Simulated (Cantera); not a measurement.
A perfectly stirred reactor is fed with C2H6 : N2 = 1 : 1.6 (molar parts), at 0.285 Torr; it is held at 2000 K, and followed from long to short residence time.

Cantera simulation using GRI-Mech 3.0 (53 species, 325 reactions); the numbers are that mechanism's predictions, not measurements. GRI-Mech 3.0 stops at C3 and has no aromatics, soot or wall deposition, so with more carbon than oxygen in the feed, carbon stays in small species such as C2H2 where larger ones or solid carbon would form. Radical loss at walls, strong at low pressure, is not modelled.

What does this change do: C2H6 1 to 0.28 parts?


```tsv
quantity	before	after
x(C2H6) at τ = 0.610 s	0.000333	0.000215
x(CH2) at τ = 0.610 s	9.79e-5	9.45e-5
x(H2) at τ = 0.610 s	0.381	0.198
x(C2H4) at τ = 0.610 s	0.00226	0.00147
x(C2H2) at τ = 0.610 s	0.200	0.103
x(C2H6) at τ = 4.60 ms	0.0427	0.0246
x(CH2) at τ = 4.60 ms	0.000481	0.000419
x(H2) at τ = 4.60 ms	0.150	0.0632
x(C2H4) at τ = 4.60 ms	0.0629	0.0301
x(C2H2) at τ = 4.60 ms	0.0574	0.0204
```

What does this change do: N2 1.6 to 9 parts?


| quantity | before | after |
|---|---|---|
| x(C2H6) at τ = 0.610 s | 0.000333 | 0.000169 |
| x(CH2) at τ = 0.610 s | 9.79e-5 | 8.90e-5 |
| x(H2) at τ = 0.610 s | 0.381 | 0.143 |
| x(C2H4) at τ = 0.610 s | 0.00226 | 0.00116 |
| x(C2H2) at τ = 0.610 s | 0.200 | 0.0743 |
| x(C2H6) at τ = 4.60 ms | 0.0427 | 0.0186 |
| x(CH2) at τ = 4.60 ms | 0.000481 | 0.000370 |
| x(H2) at τ = 4.60 ms | 0.150 | 0.0415 |
| x(C2H4) at τ = 4.60 ms | 0.0629 | 0.0208 |
| x(C2H2) at τ = 4.60 ms | 0.0574 | 0.0125 |
